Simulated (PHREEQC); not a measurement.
Solution (15 °C): 0.0031 mol/kgw HF, 0.0052 mol/kgw NaF and 0.13 mol/kgw H3PO4. Closed to the air; pH follows from the charge balance.

Equilibrium calculation in PHREEQC: ion-association model, wateq4f.dat.

| quantity | before | after |
|---|---|---|
| pH | 1.59 | 1.59 |
| ionic strength (mol/kgw) | 0.0345 | 0.0345 |
| H3PO4 (mol/kgw) | 0.0958 | 0.0958 |
| H2PO4- (mol/kgw) | 0.0342 | 0.0342 |
| HF (mol/kgw) | 0.00757 | 0.0102 |
| F- (mol/kgw) | 0.000284 | 0.000382 |

Task: Which change was made?
A. diluted 10-fold with water
B. NaF from 0.0052 to 0.0104 mol/kgw
C. HF from 0.0031 to 0.0062 mol/kgw
D. HF left out
E. 0.0056 mol/kgw NH4HCO3 added

Result: C, HF from 0.0031 to 0.0062 mol/kgw

No solid was allowed to form. wateq4f.dat counts part of the HF as a dimer, H2F2, which phreeqc.dat doesn't know; its constant is uncertain. H3PO4, which wateq4f.dat lacks, is added to it with the constant of phreeqc.dat.
